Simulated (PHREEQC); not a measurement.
A column of 0.2 m (40 cells, dispersivity 0.016 m, 720 s a shift, diffusion coefficient 3e-10 m²/s) holds 0.01 eq of the database's cation exchanger X per kg of pore water, first in equilibrium with 0.00045 mol/kgw MgCl2, 0.00042 mol/kgw SrCl2 and 1e-05 mol/kgw HCl. It is flushed with 4.8 mmol/kgw MnCl2 and 0.01 mmol/kgw HCl, at 15 °C. Values are for the last cell. No CO2 enters from the air. Precipitation was switched off in this run.

The series has 34 steps of pore volumes, from 0 to 4.963.

The numbers come from PHREEQC with the ion-association model, phreeqc.dat.

After how many pore volumes does Mn at the outlet first reach half of its feed value?

By 1.8 pore volumes.

Species that the database lacks are ignored.
